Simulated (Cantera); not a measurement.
An isothermal, constant-pressure homogeneous reactor starts with 2.57 % CH₄, 2.19 % O₂, 95.2 % N₂, equivalence ratio 2.3, at 1325 K and 1.01 bar.

Cantera simulation using GRI-Mech 3.0 (53 species, 325 reactions); the numbers are that mechanism's predictions, not measurements. The temperature is held fixed by assumption; the heat of reaction is taken as removed at once.

One state of this run: x CH₄ = 0.00352; x O₂ = <1e-12; x C₂H₆ = 5.19e-7; x C₂H = 1.03e-11; x H₂O = 0.0208. x: mole fraction; the columns are a selection and need not sum to one.

### Question
Which value of t (s) does it belong to?
A. 1.70
B. 0.405
C. 30.0
D. 0.000311

### Answer
C, 30.0
